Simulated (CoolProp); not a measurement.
The numbers come from the reference Helmholtz-energy equation of state, Thol 2017 in CoolProp.

Give the vapour pressure (bar), vapour density (kg/m³), enthalpy of vaporisation (kJ/kg) of saturated octamethyltrisiloxane (MDM) at 78.15, 123.45 °C.


```json
[
 {"T (°C)": "78.15", "p (bar)": "0.0839", "vapour density (kg/m³)": "0.688", "enthalpy of vaporisation (kJ/kg)": "184"},
 {"T (°C)": "123.45", "p (bar)": "0.441", "vapour density (kg/m³)": "3.30", "enthalpy of vaporisation (kJ/kg)": "165"}
]
```
